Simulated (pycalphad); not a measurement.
# Effect of Si content in Al-Si

Computed with pycalphad from the COST 507 light-alloy database (1999), at 1 atm. The database dates from 1999; later assessments differ in places, in temperatures and in the compounds included. Amounts are mole fractions of atoms.

| alloy | liquidus (K) | first solid | solidus (K) | phases at 650 K |
|---|---|---|---|---|
| Al-0.64Si (at.%) | 930 | FCC_A1 | 896 | FCC_A1 1.00, DIAMOND_A4 under 0.01 |
| Al-0.96Si (at.%) | 928 | FCC_A1 | 878 | FCC_A1 0.99, DIAMOND_A4 0.01 |
| Al-1.28Si (at.%) | 926 | FCC_A1 | 861 | FCC_A1 0.99, DIAMOND_A4 0.01 |
| Al-1.92Si (at.%) | 922 | FCC_A1 | 850 | FCC_A1 0.98, DIAMOND_A4 0.02 |
| Al-2.56Si (at.%) | 918 | FCC_A1 | 850 | FCC_A1 0.98, DIAMOND_A4 0.02 |
| Al-3.84Si (at.%) | 909 | FCC_A1 | 850 | FCC_A1 0.96, DIAMOND_A4 0.04 |

FCC_A1 is fcc; DIAMOND_A4 is diamond (Si).
